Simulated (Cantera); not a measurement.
What does this Cantera script print?

```python
import numpy as np
import cantera as ct

gas_names = [...]  # 136 gases of nasa_gas.yaml made of C, H, N, O
cond_names = """
    C(gr) C6H6(L) C7H8(L) C8H18(L),n-octa H2O(s) H2O(L)
""".split()


# ... load() reads the species with a 1 bar reference pressure and builds the phases ...
atoms = {
    'C3H6': {'C': 3, 'H': 6},
    'O2': {'O': 2},
    'N2': {'N': 2},
}
top_T = {'C(gr)': 4500}  # K; cautious upper limits of use, not melting points


# ... equilibrate(T, P, feed) seeds the gas with the atoms and calls Mixture.equilibrate('TP', solver="vcs", rtol=1e-11, max_steps=5000) ...
results = []
feed = {'C3H6': 1, 'O2': 0.76, 'N2': 1.4}  # mol
T = 1600  # K
P = 23  # Pa
mix = equilibrate(T, P, feed)
results.append((T, P, feed, dict(zip(mix.species_names, mix.species_moles))))
x = sorted(zip(gas.X, gas.species_names), reverse=True)
print(f"T = {T:g} K  P = {P:g} Pa  gas = {mix.phase_moles(0):.4g} mol")
print("   x: " + "  ".join(f"{s} {v:.3e}" for v, s in x if v > 0.0001))
print("   condensed (mol): " + ("  ".join(f"{mix.phase(i).name} {mix.phase_moles(i):.4g}"
      for i in range(1, mix.n_phases) if mix.phase_moles(i) > 1e-12) or "none"))
```

Output:

```
T = 1600 K  P = 23 Pa  gas = 5.928 mol
   x: H2 5.045e-01  CO 2.564e-01  N2 2.358e-01  H 2.546e-03  HCN 7.060e-04
   condensed (mol): C(gr) 1.476
```

Cantera equilibrium calculation (NASA polynomials, part measured and part estimated; ideal gas, pure solids and liquids).
